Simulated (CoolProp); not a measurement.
Vapour pressure (bar) of cyclopentane: the reference equation beside estimates from Tc = 511.7 K, pc = 45.83 bar, ω = 0.202. Clausius-Clapeyron is anchored at 312.7 K with a constant enthalpy of vaporisation of 27.80 kJ/mol.

Values from CoolProp's reference Helmholtz-energy equation of state, Gedanitz 2015.

```
T (K)   reference  Clausius-Clapeyron  Peng-Robinson
-----  ----------  ------------------  -------------
287.1      0.2687              0.2807         0.2707
295.6      0.3826          (withheld)         0.3840
304.2      0.5344              0.5402         0.5349
312.7      0.7283              0.7283         0.7274
321.2      0.9739              0.9665         0.9713
329.8       1.284               1.268          1.280
338.3       1.662               1.636     (withheld)
346.8       2.120          (withheld)          2.111
355.4  (withheld)          (withheld)          2.666
```

### Question
Complete the blanks.

### Answer

- 295.6, Clausius-Clapeyron: 0.3923
- 338.3, Peng-Robinson: 1.655
- 346.8, Clausius-Clapeyron: 2.084
- 355.4, reference: 2.675
- 355.4, Clausius-Clapeyron: 2.632

Absolute difference from the reference over all 9 rows, mean and median: Clausius-Clapeyron 1.7 and 1.6 %, Peng-Robinson 0.3 and 0.3 %.
